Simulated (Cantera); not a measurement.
An adiabatic, constant-pressure homogeneous reactor starts with CH4 : CO : O2 : N2 = 1 : 0.14 : 1.22 : 12.2 (molar parts), equivalence ratio 1.7, at 1625 K and 1.00 bar.

Model: GRI-Mech 3.0 (53 species, 325 reactions), integrated in Cantera.

x: mole fraction; the columns are a selection and need not sum to one.

| t (s) | T (K) | x CH4 | x CO | x O2 | x CH3 | x CO2 | x O |
|---|---|---|---|---|---|---|---|
| 3.00e-6 | 1625 | 0.0687 | 0.00962 | 0.0838 | 1.64e-6 | 2.20e-8 | 2.44e-8 |
| 6.63e-6 | 1625 | 0.0687 | 0.00962 | 0.0838 | 3.94e-6 | 5.83e-8 | 2.68e-8 |
| 1.47e-5 | 1625 | 0.0687 | 0.00962 | 0.0838 | 9.32e-6 | 1.68e-7 | 3.22e-8 |
| 3.24e-5 | 1625 | 0.0687 | 0.00961 | 0.0838 | 2.25e-5 | 5.28e-7 | 4.56e-8 |
| 7.17e-5 | 1625 | 0.0686 | 0.00961 | 0.0838 | 5.71e-5 | 1.70e-6 | 8.15e-8 |
| 0.000158 | 1625 | 0.0684 | 0.00961 | 0.0837 | 0.000149 | 5.28e-6 | 1.86e-7 |
| 0.000350 | 1626 | 0.0675 | 0.00967 | 0.0833 | ___ | ___ | ___ |
| 0.000775 | 1662 | 0.0568 | 0.0127 | 0.0768 | 0.00132 | 0.000314 | 5.30e-6 |
| 0.00171 | 2258 | <1e-12 | 0.0580 | 8.24e-5 | <1e-12 | 0.0160 | 0.000129 |
| 0.00379 | 2285 | <1e-12 | 0.0584 | 2.07e-5 | <1e-12 | 0.0158 | 3.27e-5 |
| 0.00837 | 2293 | <1e-12 | 0.0585 | 1.01e-5 | <1e-12 | 0.0157 | 1.60e-5 |
| 0.0185 | 2293 | <1e-12 | 0.0585 | 9.13e-6 | <1e-12 | 0.0157 | 1.45e-5 |
| 0.0409 | 2294 | <1e-12 | 0.0585 | 9.13e-6 | <1e-12 | 0.0157 | 1.45e-5 |
| 0.0905 | 2294 | <1e-12 | 0.0585 | 9.13e-6 | <1e-12 | 0.0157 | 1.45e-5 |
| 0.200 | 2294 | <1e-12 | 0.0585 | 9.14e-6 | <1e-12 | 0.0157 | 1.45e-5 |

**Question.** Some entries are withheld; supply them.

**Answer.** 
- 0.000350, x CH3: 0.000381
- 0.000350, x CO2: 2.23e-5
- 0.000350, x O: 5.57e-7
